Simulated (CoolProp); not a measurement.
Nitrogen along the isobar 47.8 bar: Z from the reference equation and from simpler models built on Tc = -147.0 °C, pc = 33.96 bar, ω = 0.037; each cubic takes its own stable root.

Values from CoolProp's reference Helmholtz-energy equation of state, Span 2000.

| T (°C) | phase | reference | Soave-Redlich-Kwong | Peng-Robinson |
|---|---|---|---|---|
| -203.95 | liquid | 0.2734 | 0.2714 | 0.2412 |
| -184.25 | liquid | 0.2364 | 0.2365 | 0.2096 |
| -164.65 | liquid | 0.2239 | 0.2312 | 0.2052 |
| -144.95 | supercritical | 0.2613 | 0.2940 | 0.2667 |
| -125.35 | supercritical | 0.6578 | 0.6646 | 0.6313 |
| -105.65 | supercritical | 0.8027 | 0.8085 | 0.7771 |
| -86.05 | supercritical | 0.8750 | 0.8816 | 0.8531 |
| -66.35 | supercritical | 0.9188 | 0.9259 | 0.9002 |
| -46.65 | supercritical | 0.9473 | 0.9547 | 0.9315 |
| -27.05 | supercritical | 0.9668 | 0.9742 | 0.9531 |
| -7.35 | supercritical | 0.9807 | 0.9879 | 0.9688 |
| 12.25 | supercritical | 0.9908 | 0.9977 | 0.9803 |
| 31.95 | supercritical | 0.9983 | 1.005 | 0.9889 |
| 51.55 | supercritical | 1.004 | 1.010 | 0.9954 |
| 71.25 | supercritical | 1.008 | 1.014 | 1.000 |
| 90.85 | supercritical | 1.011 | 1.017 | 1.004 |
